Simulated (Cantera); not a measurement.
A perfectly stirred reactor is fed with 50.0 % CH₄, 50.0 % H₂O, at 255 Torr; it is held at 2150 K, and followed from long to short residence time.

Cantera simulation using GRI-Mech 3.0 (53 species, 325 reactions); the numbers are that mechanism's predictions, not measurements.

Predict: x(CH₄) at τ = 16.0 s; x(H₂O) at τ = 16.0 s; x(HCO) at τ = 16.0 s; x(CH₃) at τ = 16.0 s; x(CH₄) at τ = 82.0 ms; x(H₂O) at τ = 82.0 ms; x(HCO) at τ = 82.0 ms; x(CH₃) at τ = 82.0 ms.


```json
{
 "x(CH₄) at τ = 16.0 s": "0.000437",
 "x(H₂O) at τ = 16.0 s": "0.00396",
 "x(HCO) at τ = 16.0 s": "1.36e-7",
 "x(CH₃) at τ = 16.0 s": "7.06e-5",
 "x(CH₄) at τ = 82.0 ms": "0.00631",
 "x(H₂O) at τ = 82.0 ms": "0.0554",
 "x(HCO) at τ = 82.0 ms": "1.97e-7",
 "x(CH₃) at τ = 82.0 ms": "0.000961"
}
```
